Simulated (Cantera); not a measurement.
**Stirred combustor or abatement burner**

A perfectly stirred reactor is fed with CH4 : C2H6 : C3H8 : O2 : N2 : H2O = 1 : 0.33 : 0.035 : 6.28 : 23.6 : 2.1 (molar parts), at 6.20 bar; it is adiabatic with a 375 K inlet, and is followed from long to short residence time, starting on the burning branch (τ in s: 0.39, 0.17, 0.073, 0.032, 0.014, 0.006, 0.0026, 0.0011, 0.0005, 0.00022, 9.4e-05).

Detailed kinetics in Cantera: GRI-Mech 3.0 (53 species, 325 reactions).

| τ (s) | T (K) | x CH4 | x C2H6 | x C3H8 | x O | x H2O2 | x O2 |
|---|---|---|---|---|---|---|---|
| 0.39 | 1526 | 4.79e-6 | 3.28e-7 | 3.74e-8 | 1.97e-6 | 7.29e-8 | 0.0880 |
| 0.17 | 1526 | 8.88e-6 | 6.38e-7 | 7.36e-8 | 2.93e-6 | 1.05e-7 | 0.0880 |
| 0.073 | 1524 | 1.67e-5 | 1.26e-6 | 1.46e-7 | 4.51e-6 | 1.56e-7 | 0.0881 |
| 0.032 | 1521 | 3.15e-5 | 2.47e-6 | 2.87e-7 | 6.97e-6 | 2.35e-7 | 0.0883 |
| 0.014 | 1516 | 6.24e-5 | 5.04e-6 | 5.85e-7 | 1.08e-5 | 3.72e-7 | 0.0886 |
| 0.0060 | 1502 | 0.000141 | 1.17e-5 | 1.33e-6 | 1.65e-5 | 6.87e-7 | 0.0896 |
| 0.0026 | 1428 | 0.000668 | 5.71e-5 | 6.04e-6 | 1.72e-5 | 3.90e-6 | 0.0947 |
| 0.0011 | 375 | 0.0300 | 0.00990 | 0.00105 | <1e-12 | <1e-12 | 0.188 |
| 0.00050 | 375 | 0.0300 | 0.00990 | 0.00105 | <1e-12 | <1e-12 | 0.188 |
| 0.00022 | 375 | 0.0300 | 0.00990 | 0.00105 | <1e-12 | <1e-12 | 0.188 |
| 9.4e-5 | 375 | 0.0300 | 0.00990 | 0.00105 | <1e-12 | <1e-12 | 0.188 |
x: mole fraction; the columns are a selection and need not sum to one.
